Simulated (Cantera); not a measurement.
A Cantera script and what it prints.

```python
import numpy as np
import cantera as ct

gas_names = [...]  # 151 gases of nasa_gas.yaml made of C, H, N, O, Si
cond_names = """
    C(gr) C6H6(L) C7H8(L) C8H18(L),n-octa H2O(s) H2O(L) Si(cr) Si(L) SiC(b) SiO2(Lqz) SiO2(hqz) SiO2(L)
    Si2N2O(s) Si3N4(a)
""".split()


# ... load() reads the species with a 1 bar reference pressure and builds the phases ...
atoms = {
    'Si3N4': {'Si': 3, 'N': 4},
    'CO2': {'C': 1, 'O': 2},
    'H2': {'H': 2},
}
top_T = {'C(gr)': 4500, 'SiC(b)': 3050, 'Si2N2O(s)': 2100, 'Si3N4(a)': 2400}  # K; cautious upper limits of use, not melting points


# ... equilibrate(T, P, feed) seeds the gas with the atoms and calls Mixture.equilibrate('TP', solver="vcs", rtol=1e-11, max_steps=5000) ...
results = []
T = 1250  # K
P = 13332.2  # Pa
for m in [1.2, 1.5, 2, 2.6, 3.3, 4.3, 5.5, 7.2, 9.3, 12]:
    feed = {'Si3N4': 1, 'CO2': 0.16, 'H2': m}  # mol
    mix = equilibrate(T, P, feed)
    results.append((T, P, feed, dict(zip(mix.species_names, mix.species_moles))))

top = {s: max(r[3][s] / sum(r[3][g] for g in gas_names) for r in results) for s in gas_names}
cols = sorted((s for s in top if top[s] > 1e-06), key=lambda s: -top[s])[:7]
seen = [c for c in cond_names if any(r[3].get(c, 0) > 1e-12 for r in results)]
print("log10 of partial pressures in bar; condensed amounts in mol")
print(f"{'n(H2)':>10s}" + "".join(f"{s[:9]:>10s}" for s in cols + seen))
for T, P, feed, n in results:
    ng = sum(n[g] for g in gas_names)
    print(f"{feed['H2']:10.4g}" + "".join(f"{np.log10(max(n[s] / ng * P / 1e5, 1e-99)):10.3f}" for s in cols)
          + "".join(f"{n.get(c, 0):10.4g}" for c in seen))
```

Output:

```
log10 of partial pressures in bar; condensed amounts in mol
     n(H2)        H2        N2       CH4       HCN       NH3         H     C(gr)    SiC(b) Si2N2O(s)  Si3N4(a)
       1.2    -0.913    -1.963    -3.784    -5.335    -6.167    -6.772    0.1583         0      0.32    0.7867
       1.5    -0.906    -2.053    -3.770    -5.376    -6.201    -6.768    0.1579         0      0.32    0.7867
         2    -0.898    -2.170    -3.755    -5.431    -6.249    -6.765    0.1572         0      0.32    0.7867
       2.6    -0.893    -2.279    -3.745    -5.483    -6.296    -6.762    0.1563         0      0.32    0.7867
       3.3    -0.890    -2.379    -3.738    -5.531    -6.340    -6.760    0.1553         0      0.32    0.7867
       4.3    -0.886    -2.491    -3.732    -5.585    -6.391    -6.759    0.1538         0      0.32    0.7867
       5.5    -0.884    -2.595    -3.727    -5.637    -6.440    -6.758     0.152         0      0.32    0.7867
       7.2    -0.882    -2.710    -3.723    -5.693    -6.495    -6.757    0.1495         0      0.32    0.7867
       9.3    -0.881    -2.820    -3.720    -5.747    -6.547    -6.756    0.1464         0      0.32    0.7867
        12    -0.880    -2.930    -3.718    -5.801    -6.600    -6.755    0.1424 5.447e-05      0.32    0.7867
```

These are equilibrium values from Cantera (NASA tables, ideal gas, pure condensed phases), not measurements of a reactor. Mutual solubility and eutectic melting of coexisting phases are not modelled.
